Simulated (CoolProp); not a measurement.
Vapour-liquid equilibrium of R227EA (1) + isobutene (2) at 0.155 bar; x and y are mole fractions of (1).

The numbers come from the multi-fluid Helmholtz-energy mixture model, Lemmon 2016 and Lemmon 2005; pair parameters Bell 2016 in CoolProp.

```csv
x,bubble temperature (K),y at the bubble point,dew temperature at overall composition x (K),liquid density (mol/L)
0.05,222.2,0.250,225.6,11.86
0.2,217.8,0.479,223.1,11.50
0.35,216.9,0.534,220.3,11.12
0.5,216.7,0.561,217.4,10.77
0.65,216.7,0.598,217.0,10.46
0.8,217.3,0.680,218.5,10.17
0.95,219.3,0.878,220.1,9.880
```

y crosses x between x = 0.5 and 0.65: the model has an azeotrope there.

The pair parameters rest on a limited set of measurements; away from them the model extrapolates.
